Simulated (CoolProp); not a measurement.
Properties of R365MFC along the isobar 0.253 MPa.

Model: reference Helmholtz-energy equation of state, Lemmon 2016, in CoolProp.

```csv
T (°C),phase,density (kg/m³),cv (kJ/(kg K))
129.15,gas,11.73,1.127
135.65,gas,11.51,1.136
142.15,gas,11.31,1.145
148.65,gas,11.11,1.154
155.15,gas,10.92,1.163
161.65,gas,10.73,1.172
168.25,gas,10.55,1.181
174.75,gas,10.38,1.191
181.25,gas,10.22,1.200
187.75,gas,10.06,1.209
194.25,gas,9.910,1.218
200.75,gas,9.762,1.228
207.35,gas,9.616,1.237
213.85,gas,9.477,1.247
220.35,gas,9.343,1.256
226.85,gas,9.212,1.266
```
